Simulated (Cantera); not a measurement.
**Thermodynamics of silicon carbide growth, feed (CH₃)₂SiCl₂ + HCl + H₂**

A closed system holds: 1 mol (CH₃)₂SiCl₂, 0.71 mol HCl, 19 mol H₂, equilibrated at 46.0 mbar.

Cantera equilibrium calculation (NASA polynomials, part measured and part estimated; ideal gas, pure solids and liquids). Candidate condensed phases: C, C₆H₆, C₇H₈, C₈H₁₈, Si, SiC; 109 gas species. The feed counts by its element totals alone. The tables' values for SiCl, SiCl₃ are old estimates; treat these amounts as uncertain. Gases not in the tables: Si₂H₆ and higher silanes. Kinetics and transport are ignored.

```
T (°C)   x H₂   x HCl       x H      x Si  x C₂H₂ (acetylene)  n C(graphite)  n SiC(s)
------  -----  ------  --------  --------  ------------------  -------------  --------
1350    0.886   0.113  0.000303   3.86e-8             3.09e-5           1.01     0.986
1425    0.886   0.113  0.000635   2.10e-7             6.38e-5           1.01     0.982
1500    0.885   0.112   0.00125   9.84e-7            0.000124           1.02     0.977
1575    0.885   0.111   0.00232   4.07e-6            0.000228           1.02     0.971
1650    0.883   0.111   0.00413   1.50e-5            0.000399           1.02     0.964
1725    0.880   0.110   0.00702   5.03e-5            0.000667           1.01     0.955
1800    0.876   0.108    0.0115  0.000154             0.00107           1.00     0.943
1875    0.869   0.106    0.0181  0.000436             0.00166          0.993     0.924
1950    0.859   0.104    0.0277   0.00115             0.00249          0.983     0.889
2025    0.843   0.101    0.0410   0.00284             0.00361          0.983     0.815
2100    0.821  0.0970    0.0590   0.00663             0.00505           1.02     0.654
```
x: gas mole fraction; n: condensed amount in mol.

From 1350 °C to 2100 °C the condensed part is C(graphite) + SiC(s). The main Si-bearing gas is SiCl₂ at 1350 °C and Si at 2100 °C. The share of Si in condensed phases is highest at 1350 °C (98.6 %) and lowest at 2100 °C (65.4 %).
